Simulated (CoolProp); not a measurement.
Aqueous sodium chloride as a coolant, 4 % by mass, freezing at -2.4 °C, 1 atm.

The numbers come from the Melinder's fits for secondary coolants in CoolProp.

```csv
T (°C),cp (kJ/(kg K)),density (kg/m³),Prandtl number,conductivity (W/(m K))
-1,3.965,1031,13.7,0.557
5.5,3.967,1030,11.0,0.569
12.1,?,1029,8.92,0.581
18.6,?,1027,7.39,0.592
25.2,3.978,1025,6.23,0.603
31.7,?,1023,5.35,0.614
38.3,3.990,1020,?,0.624
```

Q: Some entries are withheld; supply them.

A: 
- 12.1, cp (kJ/(kg K)): 3.970
- 18.6, cp (kJ/(kg K)): 3.974
- 31.7, cp (kJ/(kg K)): 3.984
- 38.3, Prandtl number: 4.67
